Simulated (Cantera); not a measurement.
## Cr₂O₃ + H₂ (hydrogen reduction and annealing atmospheres)

A closed system holds: 1 mol Cr₂O₃, 7.2 mol H₂, at 140000 Pa.

These are equilibrium values from Cantera (NASA tables, ideal gas, pure condensed phases), not measurements of a reactor. Candidate condensed phases: Cr, Cr₂O₃, H₂O; 13 gas species. Mutual solubility and eutectic melting of coexisting phases are not modelled. Equilibrium is a limit: real reactors are often held back by kinetics, nucleation or transport.

From 1000 K to 1100 K the condensed part is Cr₂O₃(s). From 1200 K to 2100 K the condensed part is Cr(s) + Cr₂O₃(s).

```
T (K)  log p H₂  log p H₂O  log p H  log p Cr  log p CrO  log p OH  n Cr₂O₃(s)   n Cr(s)
-----  --------  ---------  -------  --------  ---------  --------  ----------  --------
1000       0.15      -4.94    -8.57      <-11       <-11      <-11       1.000         0
1100       0.15      -4.34    -7.51    -11.17       <-11      <-11       1.000         0
1200       0.15      -3.84    -6.63     -9.63       <-11      <-11       1.000  0.000493
1300       0.15      -3.42    -5.88     -8.32       <-11    -11.34       0.999   0.00129
1400       0.15      -3.07    -5.24     -7.21     -11.02    -10.16       0.999   0.00293
1500       0.15      -2.76    -4.68     -6.25      -9.66     -9.13       0.997   0.00594
1600       0.15      -2.49    -4.19     -5.41      -8.47     -8.24       0.994    0.0110
1700       0.14      -2.26    -3.76     -4.68      -7.43     -7.45       0.990    0.0189
1800       0.14      -2.05    -3.37     -4.03      -6.50     -6.74       0.985    0.0304
1900       0.14      -1.86    -3.03     -3.46      -5.68     -6.11       0.976    0.0458
2000       0.14      -1.69    -2.72     -2.94      -4.94     -5.55       0.965    0.0644
2100       0.13      -1.54    -2.44     -2.48      -4.27     -5.04       0.950    0.0827
```
log p: log10 of the partial pressure in bar; n: condensed amount in mol.
